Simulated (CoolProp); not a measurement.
Properties of CH2F2 (R32) along the isotherm 100.95 °C (Tc = 78.1 °C, pc = 5.783 MPa, ω = 0.277).

Values from CoolProp's reference Helmholtz-energy equation of state, Tillner-Roth 1997.

| p (MPa) | phase | cv (kJ/(kg K)) | viscosity (µPa s) | conductivity (mW/(m K)) |
|---|---|---|---|---|
| 2.63 | gas | (withheld) | (withheld) | 24.1 |
| 5.26 | gas | 0.9926 | 18.6 | 31.5 |
| 7.89 | supercritical | 1.152 | 26.8 | (withheld) |
| 10.5 | supercritical | 1.082 | 48.2 | 79.2 |
| 13.1 | supercritical | 1.043 | 58.0 | 87.7 |
| 15.8 | supercritical | 1.028 | 64.5 | 93.8 |
| 18.4 | supercritical | (withheld) | (withheld) | 98.4 |
| 21 | supercritical | 1.019 | 74.3 | (withheld) |
| 23.7 | supercritical | 1.017 | 78.8 | 106 |
| 26.3 | supercritical | 1.017 | 82.7 | 109 |
| 28.9 | supercritical | 1.017 | 86.5 | 111 |

Task: Complete the blanks.

Result: 
- 2.63, cv (kJ/(kg K)): 0.8747
- 2.63, viscosity (µPa s): 17.0
- 7.89, conductivity (mW/(m K)): 56.7
- 18.4, cv (kJ/(kg K)): 1.022
- 18.4, viscosity (µPa s): 69.7
- 21, conductivity (mW/(m K)): 102

Viscosity comes from a separate model (Bell 2016), an estimate that may be off by 10 % or more. Thermal conductivity comes from a separate model (Huber 2003), an estimate that may be off by 10 % or more.
